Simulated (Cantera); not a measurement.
An isothermal, constant-pressure homogeneous reactor starts with NO : N₂ = 1 : 2.4 (molar parts), at 2150 K and 0.670 bar.

Computed with Cantera and GRI-Mech 3.0 (53 species, 325 reactions).

x: mole fraction; the columns are a selection and need not sum to one.

```csv
t (s),x NO,x N₂O,x O₂,x NO₂,x N₂
0.000800,0.294,4.28e-5,6.62e-5,4.11e-5,0.706
0.00163,0.293,4.35e-5,…,5.45e-5,0.706
0.00332,0.292,4.31e-5,0.000775,5.79e-5,0.707
0.00676,0.290,4.24e-5,0.00182,6.14e-5,0.708
0.0138,0.286,4.09e-5,…,…,0.710
0.0280,0.277,3.80e-5,0.00850,7.88e-5,0.714
0.0571,0.258,3.25e-5,0.0179,9.40e-5,0.724
0.116,0.220,2.32e-5,0.0368,0.000107,0.743
0.237,0.154,1.12e-5,0.0695,0.000100,0.776
0.482,0.0746,2.85e-6,0.109,6.03e-5,0.815
0.982,0.0244,6.65e-7,0.134,2.18e-5,0.840
2.00,0.0109,4.66e-7,0.141,9.99e-6,0.847
```

Question: Fill in the missing entries.

Answer: 
- 0.00163, x O₂: 0.000273
- 0.0138, x O₂: 0.00398
- 0.0138, x NO₂: 6.79e-5
